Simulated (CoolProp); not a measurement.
50 sccm (0 °C, 1 atm) of nitrogen bubbles through liquid n-undecane at 357.2 K and leaves saturated at a total pressure of 0.0233 MPa (ideal gas phase). Each further row changes one setting.

The numbers come from the reference Helmholtz-energy equation of state, Aleksandrov 2011 in CoolProp. It is a short technical equation, of lower accuracy than the large ones.

```json
[
 {"case": "as stated", "vapour pressure (kPa)": "2.12", "mole fraction of vapour": "0.0912", "delivery (mg/min)": "35.0", "delivery (sccm)": "5.02", "change of delivery for a bath 1 K warmer (%)": "5.5"},
 {"case": "bath temperature 362.2 K", "vapour pressure (kPa)": "2.70", "mole fraction of vapour": "0.116", "delivery (mg/min)": "45.7", "delivery (sccm)": "6.55", "change of delivery for a bath 1 K warmer (%)": "5.4"},
 {"case": "total pressure 0.0466 MPa", "vapour pressure (kPa)": "2.12", "mole fraction of vapour": "0.0456", "delivery (mg/min)": "16.7", "delivery (sccm)": "2.39", "change of delivery for a bath 1 K warmer (%)": "5.2"}
]
```
